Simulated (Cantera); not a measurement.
Charge: 1 mol SiC, 4.8 mol N₂, 0.0024 mol Si, at 1900 K and 0.360 bar.

These are equilibrium values from Cantera (NASA tables, ideal gas, pure condensed phases), not measurements of a reactor. Candidate condensed phases: C, Si, SiC, Si₃N₄; 20 gas species. Mutual solubility and eutectic melting of coexisting phases are not modelled. The numbers say what is thermodynamically allowed, not how fast it happens.

Task: What is the equilibrium state?

Result: 
| Property | Result |
|---|---|
| x(N₂) | 1.000 |
| x(Si) | 8.26e-6 |
| x(SiN) | 1.66e-6 |
| n(SiC(s)) | 1.000 mol |
| n(Si₃N₄(s)) | 0.000782 mol |
| gas amount | 4.798 mol |
| log10 activity of Si(l) (absent) | -0.63 |
| log10 activity of C(graphite) (absent) | -0.80 |
